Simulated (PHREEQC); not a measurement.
# Phosphoric acid bath (model solution)

Make-up at 65 °C: 0.21 mol KH2PO4, 0.00023 mol NaOH and 0.23 mol ZnSO4 per kg of water. Closed to the air; pH follows from the charge balance.

Computed with PHREEQC (ion-association model, wateq4f.dat).

Precipitation was switched off in this run.

**Question.** Predict the pH, ionic strength, activity of water.

**Answer.** pH 4.39; ionic strength 0.654 mol/kgw; activity of water 0.988.

**Question.** In which forms is Zn present?

**Answer.** Zn+2 54 %, ZnSO4 35 %, Zn(SO4)2-2 11 % of the Zn.

H3PO4, which wateq4f.dat lacks, is added to it with the constant of phreeqc.dat. Away from 25 °C the constants follow the database's enthalpies or fits; those with neither stay at their 25 °C values. The database has no phosphate complexes of Zn.
